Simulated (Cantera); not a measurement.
An isothermal plug-flow reactor at 675 K and 0.250 bar (inlet), inlet velocity 0.35 m/s, active area per volume 110 1/m; feed 0.272 % CO, 15.1 % O₂, 79.6 % N₂, 5.04 % H₂O.

Model: Deutschmann's 1995 Pt surface mechanism with GRI-Mech 3.0 gas chemistry, integrated in Cantera. Catalytic surfaces can have several steady states; this one follows from the mechanism file's or the stated starting coverage. Mass transfer to the wall is taken as infinitely fast.

x: gas mole fraction; θ: surface coverage.

```tsv
z (m)	x CO	x O₂	x H₂O	x CO₂	θ free Pt	θ O*	θ OH*
0.00032	0.00271	0.151	0.0504	?	0.00884	0.989	0.00245
0.00069	0.00271	0.151	0.0504	?	0.00883	0.989	0.00244
0.0015	0.00269	0.151	0.0504	?	0.00882	0.989	0.00244
0.0032	0.00266	0.151	0.0504	?	0.00880	0.989	0.00244
0.0069	0.00259	0.151	0.0504	?	0.00876	0.989	0.00243
0.015	0.00244	0.151	0.0504	?	0.00867	0.989	0.00242
0.032	0.00217	0.151	0.0504	?	0.00851	0.989	0.00240
```

What belongs in the gaps?


- 0.00032, x CO₂: 6.41e-6
- 0.00069, x CO₂: 1.38e-5
- 0.0015, x CO₂: 2.98e-5
- 0.0032, x CO₂: 6.31e-5
- 0.0069, x CO₂: 0.000134
- 0.015, x CO₂: 0.000279
- 0.032, x CO₂: 0.000552
